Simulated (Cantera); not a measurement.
## Thermodynamics of silicon etching in halogen gases, feed Si + Br2

A closed system holds: 1 mol Si, 7.8 mol Br2, held at 13300 Pa.

Equilibrium computed with Cantera from the NASA thermochemical tables; the gas is ideal and each condensed phase is pure. Candidate condensed phases: Br2, Si; 9 gas species. The tables' values for SiBr3 are old estimates; treat these amounts as uncertain. Equilibrium is a limit: real reactors are often held back by kinetics, nucleation or transport.

| T (°C) | x Br2 | x Br | x SiBr4 | x SiBr3 | x SiBr2 |
|---|---|---|---|---|---|
| 177 | 0.853 | 8.99e-9 | 0.147 | <1e-12 | <1e-12 |
| 277 | 0.853 | 9.97e-7 | 0.147 | <1e-12 | <1e-12 |
| 377 | 0.853 | 2.61e-5 | 0.147 | <1e-12 | <1e-12 |
| 477 | 0.853 | 0.000289 | 0.147 | 3.65e-12 | <1e-12 |
| 577 | 0.851 | 0.00182 | 0.147 | 2.62e-10 | <1e-12 |
| 677 | 0.846 | 0.00777 | 0.146 | 7.59e-9 | <1e-12 |
| 777 | 0.830 | 0.0251 | 0.145 | 1.15e-7 | 1.56e-11 |
| 877 | 0.792 | 0.0652 | 0.142 | 1.08e-6 | 7.43e-10 |
| 977 | 0.721 | 0.142 | 0.137 | 7.12e-6 | 1.96e-8 |
| 1077 | 0.608 | 0.264 | 0.128 | 3.57e-5 | 3.33e-7 |
| 1177 | 0.461 | 0.423 | 0.116 | 0.000146 | 4.17e-6 |
| 1277 | 0.308 | 0.588 | 0.103 | 0.000525 | 4.28e-5 |
| 1377 | 0.183 | 0.724 | 0.0916 | 0.00172 | 0.000383 |
x: gas mole fraction; nothing condenses.

From 177 °C to 1377 °C nothing is condensed. The main Si-bearing gas is SiBr4 throughout.
